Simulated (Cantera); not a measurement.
**Hydrocarbon pyrolysis for carbon deposition**

An isothermal, constant-pressure homogeneous reactor starts with C2H6 : H2 = 1 : 5.3 (molar parts), at 1300 K and 0.0267 bar.

Model: GRI-Mech 3.0 (53 species, 325 reactions), integrated in Cantera. GRI-Mech 3.0 stops at C3 and has no aromatics, soot or wall deposition, so with more carbon than oxygen in the feed, carbon stays in small species such as C2H2 where larger ones or solid carbon would form. Radical loss at walls, strong at low pressure, is not modelled.

| t (s) | x C2H6 | x H2 | x CH2 | x C2H4 | x C2H2 |
|---|---|---|---|---|---|
| 0.000100 | 0.159 | 0.841 | 2.12e-10 | 2.13e-5 | 1.13e-10 |
| 0.000460 | 0.157 | 0.841 | 3.63e-9 | 0.000984 | 1.78e-7 |
| 0.00211 | 0.135 | 0.839 | 5.95e-8 | 0.0158 | 5.83e-5 |
| 0.00972 | 0.0434 | 0.823 | 4.94e-8 | 0.0696 | 0.00252 |
| 0.0447 | 0.00177 | 0.817 | 3.12e-9 | 0.0828 | 0.0144 |
| 0.206 | 0.000111 | 0.819 | 2.09e-10 | 0.0706 | 0.0266 |
| 0.946 | 4.61e-5 | 0.822 | 9.57e-11 | 0.0498 | 0.0454 |
| 4.35 | 1.60e-5 | 0.828 | 6.05e-11 | 0.0158 | 0.0762 |
| 20.0 | 6.82e-6 | 0.830 | 4.18e-11 | 0.00546 | 0.0857 |
x: mole fraction; the columns are a selection and need not sum to one.

Equilibrium at this temperature and pressure: C2H6 6.53e-6, H2 0.839, CH2 4.22e-11, C2H4 0.00580, C2H2 0.0913 (gas phase only).
